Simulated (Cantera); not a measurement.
A Cantera script and its output.

```python
import numpy as np
import cantera as ct

gas = ct.Solution("gri30.yaml")
gas.TPX = 550, 100000, {'CH4': 1, 'H2': 1.2, 'O2': 5.42, 'N2': 20.4}
inlet = ct.Reservoir(gas, clone=True)
gas.equilibrate("HP")  # start burning
reactor = ct.IdealGasConstPressureReactor(gas, energy="on", clone=False)
exhaust = ct.Reservoir(gas, clone=True)
tau = [0.19, 0.065, 0.022, 0.0077, 0.0026, 0.00091, 0.00031, 0.00011, 3.7e-05, 1.3e-05][0]
for a, b in ((inlet, reactor), (reactor, exhaust)):
    ct.MassFlowController(a, b, mdot=lambda t: reactor.mass / tau)
net = ct.ReactorNet([reactor])
show = ['CH4', 'H2', 'O2', 'CO', 'NO2', 'HCN']

rows = []
print(f"{'tau/s':>10s}{'T/K':>9s}" + "".join(f"{s:>11s}" for s in show))
for tau in [0.19, 0.065, 0.022, 0.0077, 0.0026, 0.00091, 0.00031, 0.00011, 3.7e-05, 1.3e-05]:
    net.initial_time = 0.0
    net.advance(30 * tau)
    before = gas.X
    net.advance(40 * tau)
    drift = np.max(np.abs(gas.X - before) / (gas.X + 1e-9))
    rows.append([gas.T, *gas[show].X, drift])
    print(f"{tau:10.3e}{gas.T:9.1f}" + "".join(f"{x:11.3e}" for x in gas[show].X))
```

It prints:

```
     tau/s      T/K        CH4         H2         O2         CO        NO2        HCN
 1.900e-01   1679.6  6.084e-06  5.420e-05  1.027e-01  1.195e-04  2.060e-08  1.227e-09
 6.500e-02   1676.2  1.196e-05  1.089e-04  1.027e-01  2.471e-04  1.889e-08  1.682e-09
 2.200e-02   1670.0  2.350e-05  2.214e-04  1.026e-01  5.149e-04  1.453e-08  2.338e-09
 7.700e-03   1658.9  4.529e-05  4.371e-04  1.027e-01  1.045e-03  9.706e-09  3.581e-09
 2.600e-03   1637.6  9.104e-05  8.662e-04  1.031e-01  2.156e-03  6.337e-09  6.635e-09
 9.100e-04   1600.2  1.897e-04  1.637e-03  1.040e-01  4.307e-03  4.526e-09  1.321e-08
 3.100e-04   1531.9  4.735e-04  3.149e-03  1.069e-01  8.724e-03  3.008e-09  2.659e-08
 1.100e-04   1390.8  2.161e-03  8.183e-03  1.176e-01  1.770e-02  1.050e-09  5.011e-08
 3.700e-05    550.0  3.569e-02  4.283e-02  1.934e-01  1.348e-15  1.123e-20  3.336e-21
 1.300e-05    550.0  3.569e-02  4.283e-02  1.934e-01  1.993e-17  1.661e-22  4.934e-23
```

Cantera simulation using GRI-Mech 3.0 (53 species, 325 reactions); the numbers are that mechanism's predictions, not measurements.
